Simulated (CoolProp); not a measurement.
Computed with CoolProp (reference Helmholtz-energy equation of state, Pan 2012).

Task: Give the vapour pressure (MPa), liquid density (kg/m³), liquid cp (kJ/(kg K)), vapour Z of saturated R236FA at -20.75, -8.05, 8.85 °C.

Result: 
| T (°C) | p (MPa) | liquid density (kg/m³) | liquid cp (kJ/(kg K)) | vapour Z |
|---|---|---|---|---|
| -20.75 | 0.0422 | 1500 | 1.17 | 0.975 |
| -8.05 | 0.0765 | 1470 | 1.19 | 0.962 |
| 8.85 | 0.153 | 1410 | 1.21 | 0.938 |
